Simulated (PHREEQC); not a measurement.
## City or well water: an equilibrium model

Model water analysis in mg/L, 25 °C, pH 6.52, pe 10: Na 27.2; K 1.01; Ca 93.3; Mg 42.9; Cl 103; S(6) as SO4 72; Alkalinity as HCO3 318; Ni 0.525; B 1.11.

Valence states are taken as typed.

Computed with PHREEQC (ion-association model, wateq4f.dat).

```
Quantity                      Result
--------------------  --------------
ionic strength        0.0133 mol/kgw
charge-balance error          -1.1 %
```

```csv
species,molality,activity,log γ
HCO3-,0.00504,0.00451,-0.049
CO2,0.00305,0.00306,0.001
Cl-,0.00291,0.00258,-0.052
Ca+2,0.00214,0.00137,-0.196
Mg+2,0.00162,0.00104,-0.192
Na+,0.00118,0.00105,-0.050
SO4-2,0.000564,0.000357,-0.198
H3BO3,0.000102,0.000103,0.001
CaSO4,9.70e-5,9.73e-5,0.001
```

No solid was allowed to form. The database's nickel carbonate constants are estimates that later reviews lower a good deal.
